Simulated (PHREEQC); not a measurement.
Solution (25 °C): 0.0015 mol ZnCl2 and 0.038 mol MnSO4 per kg of water. Closed to the air; pH follows from the charge balance.

Model: ion-association model, wateq4f.dat, run in PHREEQC.

No solid was allowed to form.

### Question
What pH does the model give?

### Answer
pH 6.23.

### Question
In which forms is S present?

### Answer
SO4-2 60 %, MnSO4 38 %, ZnSO4 1.6 %, Zn(SO4)2-2 0.6 % of the S.

Complexes and solids missing from the database can't appear.
